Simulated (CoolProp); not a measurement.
Model: reference Helmholtz-energy equation of state, Zhou 2012, in CoolProp.

Task: Give the vapour pressure (kPa), enthalpy of vaporisation (kJ/kg), liquid cp (kJ/(kg K)), vapour Z of saturated o-xylene at 42.85, 188.75, 298.25 °C.

Result: 
```tsv
T (°C)	p (kPa)	enthalpy of vaporisation (kJ/kg)	liquid cp (kJ/(kg K))	vapour Z
42.85	2.39	400	1.82	0.997
188.75	288	313	2.35	0.905
298.25	1790	205	2.99	0.665
```
